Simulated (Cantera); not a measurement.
Charge: 1 mol c-C₄F₈, a varied amount of HCl, equilibrated at 2600 K and 22.0 Pa.

Method: chemical equilibrium by Gibbs-energy minimisation in Cantera with the NASA 1993 tables (ideal gas, pure condensed phases). Candidate condensed phases: C, C₆H₆, C₇H₈, C₈H₁₈; 118 gas species. The feed counts by its element totals alone. Equilibrium is a limit: real reactors are often held back by kinetics, nucleation or transport.

x: gas mole fraction; n: condensed amount in mol.

```csv
n(HCl) (mol),x F,x Cl,x HF,x CF,x CF₂,x C₃,n C(graphite)
0.12,0.906,0.0147,0.0144,0.0398,0.0105,0.0101,3.30
0.16,0.897,[?],[?],0.0394,0.0103,0.0101,3.31
0.21,0.886,[?],[?],0.0389,0.0100,0.0101,3.31
0.28,0.871,0.0336,0.0330,0.0382,0.00967,0.0101,3.31
0.37,0.852,0.0440,0.0430,0.0373,0.00925,0.0101,3.31
0.5,0.824,0.0584,0.0572,0.0362,0.00867,0.0101,3.32
0.66,0.792,0.0756,0.0739,0.0347,0.00800,0.0101,3.32
0.88,0.750,0.0982,0.0959,0.0329,0.00717,0.0101,3.33
1.2,0.692,0.129,0.126,0.0303,0.00610,0.0101,3.33
1.6,0.625,0.164,0.160,0.0274,0.00498,0.0101,3.34
```

### Question
What belongs in the gaps?

### Answer

- 0.16, x Cl: 0.0195
- 0.16, x HF: 0.0191
- 0.21, x Cl: 0.0255
- 0.21, x HF: 0.0250
